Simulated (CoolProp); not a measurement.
Properties of R11 at several states (Tc = 471.1 K, pc = 4408 kPa, ω = 0.189).

Values from CoolProp's reference Helmholtz-energy equation of state, Jacobsen 1992.

| T (K) | p (kPa) | phase | density (kg/m³) | Prandtl number | fugacity coefficient |
|---|---|---|---|---|---|
| 392.6 | 13200 | liquid | 1290 | 3.18 | [?] |
| 346.9 | 13400 | liquid | 1402 | [?] | 0.04763 |
| 184.4 | 9220 | liquid | [?] | 20.1 | [?] |
| 257.3 | 23500 | liquid | [?] | 6.64 | 0.002104 |
| 336.5 | 354 | liquid | [?] | [?] | [?] |

Question: What belongs in the gaps?

Answer: 
- 392.6, fugacity coefficient: 0.1153
- 346.9, Prandtl number: 3.70
- 184.4, density (kg/m³): 1734
- 184.4, fugacity coefficient: 1.657e-5
- 257.3, density (kg/m³): 1608
- 336.5, density (kg/m³): 1380
- 336.5, Prandtl number: 3.68
- 336.5, fugacity coefficient: 0.8950

Viscosity comes from a separate model (Klein 1997), an estimate that may be off by 10 % or more. Thermal conductivity comes from a separate model (McLinden 2000), an estimate that may be off by 10 % or more.
